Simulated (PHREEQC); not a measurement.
Solution (65 °C): 1.4 mmol/kgw HCl, 11 mmol/kgw ZnSO4 and 10 mmol/kgw MgCl2. Closed to the air; pH follows from the charge balance.

All values are PHREEQC results (ion-association model, phreeqc.dat), not measurements.

```csv
quantity,before,after
pH,3.12,5.21
ionic strength (mol/kgw),0.0496,0.0519
Cl- (mol/kgw),0.0205,0.0218
Mg+2 (mol/kgw),0.00649,0.00647
MgOH+ (mol/kgw),4.17e-10,5.12e-8
```

Question: Name the change that produced these shifts.
A. HCl replaced by MnCl2 at the same molality
B. HCl from 0.0014 to 0.00014 mol/kgw
C. temperature from 65 to 20 °C
D. diluted 10-fold with water
E. MgCl2 from 0.01 to 0.002 mol/kgw

Answer: A, HCl replaced by MnCl2 at the same molality

Precipitation was switched off in this run. Away from 25 °C the constants follow the database's enthalpies or fits; those with neither stay at their 25 °C values.
